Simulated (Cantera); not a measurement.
Input: 1 mol Si, 0.72 mol NF₃, 1.3 mol H₂, at 825 K and 12.0 mbar.

Equilibrium computed with Cantera from the NASA thermochemical tables; the gas is ideal and each condensed phase is pure. Candidate condensed phases: Si, Si₃N₄; 37 gas species. The numbers say what is thermodynamically allowed, not how fast it happens.

Base state: H₂ 0.687, SiF₄ 0.285, N₂ 0.0282, HF 0.000116, SiHF₃ 0.000112 (mole fractions); condensed: Si₃N₄(s).

### Question
What changes in the equilibrium state with this change: NF₃ from 0.72 to 2 mol?

### Answer
```tsv
species	before	after
HF	0.000116	0.465
N₂	0.0282	0.233
SiF₄	0.285	0.233
H₂	0.687	0.0698
SiHF₃	0.000112	2.30e-9
Si₃N₄(s), mol	0.153	0
```

### Question
What changes in the equilibrium state with this change: temperature from 825 K to 1300 K?

### Answer
| species | before | after |
|---|---|---|
| H₂ | 0.687 | 0.680 |
| SiF₄ | 0.285 | 0.274 |
| N₂ | 0.0282 | 0.0294 |
| SiF₃ | 3.84e-7 | 0.00741 |
| SiF₂ | <1e-9 | 0.000171 |
| SiH₂F₂ | 2.55e-8 | 3.11e-5 |
| SiHF₃ | 0.000112 | 0.00423 |
| Si₃N₄(s), mol | 0.153 | 0.152 |
The tables' values for SiF₃, SiF₂ are old estimates; treat these amounts as uncertain.
